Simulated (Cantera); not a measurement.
Feed: 1 mol SiH2Cl2, 0.019 mol HCl, 51 mol H2, a varied amount of C2H4, held at 2550 K and 0.720 bar.

Equilibrium computed with Cantera from the NASA thermochemical tables; the gas is ideal and each condensed phase is pure. Candidate condensed phases: C, C6H6, C7H8, C8H18, Si, SiC; 109 gas species. Gases not in the tables: Si2H6 and higher silanes. Equilibrium is a limit: real reactors are often held back by kinetics, nucleation or transport.

### Question
Which condensed phases are stable at each of these points (n(C2H4) (mol)): 0.098, 0.19, 0.28, 0.37, 0.45, 0.54, 0.63, 0.72, 0.81?

### Answer
```json
[
 {"n(C2H4) (mol)": "0.098", "condensed phases": "gas only", "Si condensed (%)": "0.0"},
 {"n(C2H4) (mol)": "0.19", "condensed phases": "SiC(s)", "Si condensed (%)": "13.6"},
 {"n(C2H4) (mol)": "0.28", "condensed phases": "SiC(s)", "Si condensed (%)": "26.4"},
 {"n(C2H4) (mol)": "0.37", "condensed phases": "SiC(s)", "Si condensed (%)": "36.9"},
 {"n(C2H4) (mol)": "0.45", "condensed phases": "SiC(s)", "Si condensed (%)": "44.2"},
 {"n(C2H4) (mol)": "0.54", "condensed phases": "SiC(s)", "Si condensed (%)": "50.6"},
 {"n(C2H4) (mol)": "0.63", "condensed phases": "SiC(s)", "Si condensed (%)": "55.4"},
 {"n(C2H4) (mol)": "0.72", "condensed phases": "SiC(s)", "Si condensed (%)": "59.0"},
 {"n(C2H4) (mol)": "0.81", "condensed phases": "SiC(s)", "Si condensed (%)": "61.9"}
]
```

At 0.098 mol C2H4 nothing is condensed. From 0.19 mol C2H4 to 0.81 mol C2H4 the condensed part is SiC(s).
